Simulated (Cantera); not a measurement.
A perfectly stirred reactor is fed with H₂ : O₂ = 0.014 : 1 (molar parts), at 20.0 Torr; it is held at 1150 K, and followed from long to short residence time.

Model: GRI-Mech 3.0 (53 species, 325 reactions), integrated in Cantera. Radical loss at walls, strong at low pressure, is not modelled.

Problem. Predict: x(H₂) at τ = 0.410 s; x(O₂) at τ = 0.410 s; x(HO₂) at τ = 0.410 s; x(O) at τ = 0.410 s; x(H) at τ = 0.410 s; x(H₂) at τ = 13.0 ms; x(O₂) at τ = 13.0 ms; x(HO₂) at τ = 13.0 ms; x(O) at τ = 13.0 ms; x(H) at τ = 13.0 ms.

Solution. 
| Quantity | Result |
|---|---|
| x(H₂) at τ = 0.410 s | 9.79e-5 |
| x(O₂) at τ = 0.410 s | 0.984 |
| x(HO₂) at τ = 0.410 s | 1.27e-6 |
| x(O) at τ = 0.410 s | 0.00147 |
| x(H) at τ = 0.410 s | 4.75e-5 |
| x(H₂) at τ = 13.0 ms | 0.000791 |
| x(O₂) at τ = 13.0 ms | 0.979 |
| x(HO₂) at τ = 13.0 ms | 3.29e-6 |
| x(O) at τ = 13.0 ms | 0.00641 |
| x(H) at τ = 13.0 ms | 0.000644 |
